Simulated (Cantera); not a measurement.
An adiabatic, constant-volume homogeneous reactor starts with CH₃OH : O₂ : N₂ = 1 : 0.625 : 2.35 (molar parts), equivalence ratio 2.4, at 1775 K and 11.0 bar. Integrator tolerance rtol = 1e-08.

Computed with Cantera and GRI-Mech 3.0 (53 species, 325 reactions). GRI-Mech 3.0 was tuned for natural gas; its chemistry of methanol as a main component is partial and can be far from experiment. Above 3000 K some thermodynamic fits are extrapolated.

Problem. What does this change do: pressure from 11.0 bar to 19.0 bar?

Solution. 
| quantity | before | after |
|---|---|---|
| time of steepest temperature rise | 2.13 µs | 1.39 µs |
| temperature at 2.00 s | 2996 K | 3021 K |
| equilibrium temperature | 2996 K | 3021 K |
| x(CH₃OH) at 2.00 s | 2.02e-11 (gas-phase equilibrium 2.09e-11) | 5.98e-11 (gas-phase equilibrium 6.19e-11) |
| x(O₂) at 2.00 s | 0.000117 (gas-phase equilibrium 0.000117) | 8.02e-5 (gas-phase equilibrium 8.02e-5) |
| x(C₂H₄) at 2.00 s | <1e-12 (gas-phase equilibrium <1e-12) | <1e-12 (gas-phase equilibrium <1e-12) |
| x(NO) at 2.00 s | 0.000837 (gas-phase equilibrium 0.000837) | 0.000714 (gas-phase equilibrium 0.000714) |
| x(CH₂CO) at 2.00 s | 9.62e-12 (gas-phase equilibrium 1.05e-11) | 2.86e-11 (gas-phase equilibrium 3.13e-11) |
| x(CO) at 2.00 s | 0.159 (gas-phase equilibrium 0.159) | 0.159 (gas-phase equilibrium 0.159) |
| x(CO₂) at 2.00 s | 0.0263 (gas-phase equilibrium 0.0263) | 0.0262 (gas-phase equilibrium 0.0262) |
The pressure lies above the range GRI-Mech 3.0 was tuned for (to about 10 atm).
